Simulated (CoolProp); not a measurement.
A single-stage vapour-compression cycle with chlorine: evaporating at 254.15 K (dew point), condensing at 306.15 K (bubble point), superheat 10 K, subcooling 0 K, compressor efficiency 0.75, no pressure losses. Each further row changes one setting.

Model: reference Helmholtz-energy equation of state, Thol 2021, in CoolProp.

```tsv
case	cooling COP	pressure ratio	discharge temperature (K)	refrigerating effect (kJ/kg)	volumetric capacity (kJ/m³)
as stated	(withheld)	5.11	431.9	232	1460
evaporating temperature 259.15 K	(withheld)	(withheld)	(withheld)	234	(withheld)
condensing temperature 301.15 K	(withheld)	(withheld)	(withheld)	238	1490
subcooling 5 K	2.99	5.11	431.9	238	1490
```

### Question
Some entries are withheld; supply them.

### Answer

- as stated, cooling COP: 2.92
- evaporating temperature 259.15 K, cooling COP: 3.37
- evaporating temperature 259.15 K, pressure ratio: 4.23
- evaporating temperature 259.15 K, discharge temperature (K): 416.6
- evaporating temperature 259.15 K, volumetric capacity (kJ/m³): 1750
- condensing temperature 301.15 K, cooling COP: 3.30
- condensing temperature 301.15 K, pressure ratio: 4.48
- condensing temperature 301.15 K, discharge temperature (K): 416.2
